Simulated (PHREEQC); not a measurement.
PHREEQC input (ion-association model, wateq4f.dat):

```
SOLUTION_MASTER_SPECIES
  An  An-  0  An  62.0  # stands for a non-complexing anion
SOLUTION_SPECIES
  An- = An-
    -log_k 0
    -gamma 3.0 0
  SO4-2 + 10H+ + 8e- = H2S + 4H2O  # shut off: sulfate is not reduced
    -log_k -100
    -delta_h 0
    -analytic -100
PHASES
  Fix_H+
    H+ = H+
    -log_k 0
SOLUTION 1
  temp 25
  units mmol/kgw
  pH 7 charge
  Cl 0.0044
  Mn(2) 0.0022
  S(6) 2
  Cu(2) 2
  Na 5
  An 5
END
SELECTED_OUTPUT 1
  -reset false
  -pH true
  -pe true
  -ionic_strength true
  -water true
  -totals Cl Cu Mn Na S Cu(1) Cu(2) Mn(2) Mn(3) Mn(6)
    Mn(7) S(-2) S(6)
  -molalities Hfo_wOH Hfo_wOH2+ Hfo_wO- Hfo_sOH Hfo_sOH2+ Hfo_sO- Hfo_sOCu+ Hfo_wOCu+ Hfo_wSO4- Hfo_wOHSO4-2
    Hfo_sOMn+ Hfo_wOMn+
  -saturation_indices Pyrochroite Cu(OH)2 Brochantite Antlerite Atacamite Halite Mirabilite Chalcanthite
USER_PUNCH 1
  -headings sigma psi
  10 PUNCH EDL("sigma", "Hfo"), EDL("psi", "Hfo")
PRINT
  -reset false
USE solution 1
SURFACE 1
  Hfo_wOH 0.00107865 600 0.48
  Hfo_sOH 2.69663e-05
EQUILIBRIUM_PHASES 1
  Fix_H+ -4 HAn 10
    -force_equality true
END
# ... the last block is repeated for the other 12 points of pH, with NaOH or the acid as the point needs
```

Selected output (columns that matter, 13 of 13 rows; pH added in front):

```
pH	mu	Cl	Cu	Mn	Na	S	si_Pyrochroite	si_Cu(OH)2	si_Brochantite	si_Antlerite	si_Atacamite	si_Halite	si_Mirabilite	si_Chalcanthite
4	0.011712	4.4e-06	0.0019647	2.2e-06	0.005	0.0014935	-13.08	-3.5743	-6.1617	-4.1773	-6.6154	-9.3391	-6.6721	-3.3792
4.67	0.011162	4.4e-06	0.0017875	2.1999e-06	0.005	0.0015183	-11.738	-2.2741	-2.2834	-1.5992	-4.6839	-9.337	-6.6528	-3.4015
5.33	0.010457	4.4e-06	0.0014	2.1999e-06	0.0052936	0.0015957	-10.417	-1.0621	1.2829	0.755	-2.918	-9.3095	-6.5629	-3.4714
6	0.010518	4.3999e-06	0.0012508	2.1998e-06	0.0057935	0.0016645	-9.0802	0.1973	5.0051	3.2178	-1.0693	-9.2705	-6.4603	-3.5273
6.67	0.010434	4.3999e-06	0.0012215	2.1997e-06	0.0065315	0.001685	-7.7421	1.2692	7.9747	5.1155	0.4051	-9.2178	-6.3342	-3.7735
7.33	0.010168	4.3999e-06	0.0012248	2.1987e-06	0.0076089	0.0016937	-6.4229	1.9015	9.2029	5.7114	1.0105	-9.1503	-6.1818	-4.4421
8	0.01009	4.3999e-06	0.0012628	2.1842e-06	0.0082826	0.0017366	-5.0876	2.1211	8.7557	5.0446	0.7799	-9.1131	-6.0935	-5.5481
8.67	0.01054	4.3999e-06	0.0013645	1.9628e-06	0.0087003	0.0018917	-3.8035	2.1745	7.6632	3.8987	0.2159	-9.0937	-6.0192	-6.801
9.33	0.010863	4.3999e-06	0.0014372	7.136e-07	0.0089637	0.0019891	-2.939	2.1984	6.4579	2.6695	-0.397	-9.0821	-5.9756	-8.0779
10	0.010996	4.3999e-06	0.0014594	5.5696e-08	0.0091073	0.0019994	-2.7588	2.2049	5.1453	1.3504	-1.0541	-9.0757	-5.9611	-9.4102
10.67	0.011423	4.3999e-06	0.0014742	4.1011e-09	0.0095531	0.0019999	-2.7355	2.2083	3.8153	0.017	-1.7182	-9.0565	-5.9246	-10.75
11.33	0.013334	4.3999e-06	0.0014968	5.379e-10	0.011506	0.002	-2.7182	2.2099	2.4868	-1.3131	-2.3785	-8.9822	-5.7843	-12.084
12	0.022701	4.3999e-06	0.001558	1.6207e-10	0.020987	0.002	-2.6876	2.1968	1.0365	-2.7503	-3.0879	-8.7465	-5.3458	-13.495
```

Along this series the solution becomes supersaturated in solids that the run did not let form, among them Cu(OH)2, Brochantite, Antlerite, Atacamite. Complexes and solids missing from the database can't appear. The database's constant for dissolved Cu(OH)2 is higher than later reviews accept.
